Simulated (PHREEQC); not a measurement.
Synthetic water in mg/L, 51 °C, pH 5.65, pe 9.8:

```tsv
constituent	mg/L
Na	2.12
K	0.00656
Ca	1.11
Mg	0.117
Cl	2.59
S(6) as SO4	1.2
Alkalinity as HCO3	3.44
N(5) as NO3	0.00233
Pb	0.0348
Sr	0.258
Br	0.0975
```

Valence states are taken as typed.

Equilibrium calculation in PHREEQC: ion-association model, phreeqc.dat.

This is a speciation only: nothing precipitates in the calculation.

Q: Predict the charge-balance error.

A: charge-balance error 2.5 %.

Q: In which forms is C present?

A: CO2 81 %, HCO3- 19 % of the C.

At this temperature some constants are extrapolated from 25 °C, and those without enthalpy data are left unchanged.
